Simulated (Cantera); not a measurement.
## Equilibrium for fluorocarbon and chlorocarbon gases: C2F6 + H2 + HCl

Charge: 1 mol C2F6, 3.7 mol H2, 1.5 mol HCl, held at 0.0100 bar.

These are equilibrium values from Cantera (NASA tables, ideal gas, pure condensed phases), not measurements of a reactor. Candidate condensed phases: C, C6H6, C7H8, C8H18; 118 gas species. The feed counts by its element totals alone. The tables' values for CCl are old estimates; treat these amounts as uncertain. Kinetics and transport are ignored.

From 1027 °C to 2627 °C the condensed part is C(graphite). From 2827 °C to 3027 °C nothing is condensed. The main C-bearing gas is CH4 at 1027 °C and C3 at 3027 °C.

```
T (°C)   x HF       x H    x HCl       x F      x Cl     x H2      x C3       x C      x CF  n C(graphite)
------  -----  --------  -------  --------  --------  -------  --------  --------  --------  -------------
1027    0.732   3.23e-6    0.183  1.44e-10   5.84e-6   0.0854    <1e-12    <1e-12    <1e-12           2.00
1227    0.732   5.14e-5    0.183   1.21e-8   8.88e-5   0.0854    <1e-12    <1e-12  2.00e-12           2.00
1427    0.731  0.000431    0.182   3.62e-7  0.000714   0.0855    <1e-12  1.51e-12  2.90e-10           2.00
1627    0.730   0.00232    0.179   5.30e-6   0.00365   0.0857  2.07e-10  3.15e-10   1.46e-8           2.00
1827    0.724   0.00915    0.168   4.65e-5    0.0131   0.0863   2.89e-8   2.37e-8   3.45e-7           2.00
2027    0.708    0.0283    0.143  0.000278    0.0341   0.0854   1.67e-6   8.37e-7   4.64e-6           1.99
2227    0.680    0.0700    0.104   0.00128    0.0664   0.0775   4.97e-5   1.66e-5   4.19e-5           1.98
2427    0.637     0.137   0.0607   0.00510    0.0998   0.0577  0.000880  0.000212  0.000293           1.94
2627    0.573     0.209   0.0278    0.0186     0.121   0.0330    0.0103   0.00189   0.00174           1.56
2827    0.457     0.268   0.0105    0.0568     0.120   0.0159    0.0446    0.0102   0.00642              0
3027    0.326     0.341  0.00427     0.129     0.112  0.00870    0.0319    0.0260    0.0101              0
```
x: gas mole fraction; n: condensed amount in mol.
